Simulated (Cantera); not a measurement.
An isothermal, constant-pressure homogeneous reactor starts with CH₄ : H₂O = 1 : 1.9 (molar parts), at 1473 K and 10500 Torr.

Computed with Cantera and GRI-Mech 3.0 (53 species, 325 reactions). The pressure lies above the range GRI-Mech 3.0 was tuned for (to about 10 atm).

Question: Predict: x(CH₄) at 40.0 s; x(H₂O) at 40.0 s; x(HCO) at 40.0 s; x(CH₃) at 40.0 s; x(CH₂CO) at 40.0 s; x(C₂H₄) at 40.0 s.

Answer: 
```
Quantity                                               Value
------------------  ----------------------------------------
x(CH₄) at 40.0 s     0.0951 (gas-phase equilibrium 0.000331)
x(H₂O) at 40.0 s         0.288 (gas-phase equilibrium 0.165)
x(HCO) at 40.0 s     6.86e-9 (gas-phase equilibrium 1.26e-8)
x(CH₃) at 40.0 s     9.51e-6 (gas-phase equilibrium 2.87e-8)
x(CH₂CO) at 40.0 s   4.09e-7 (gas-phase equilibrium 1.46e-9)
x(C₂H₄) at 40.0 s   0.000832 (gas-phase equilibrium 5.64e-9)
```
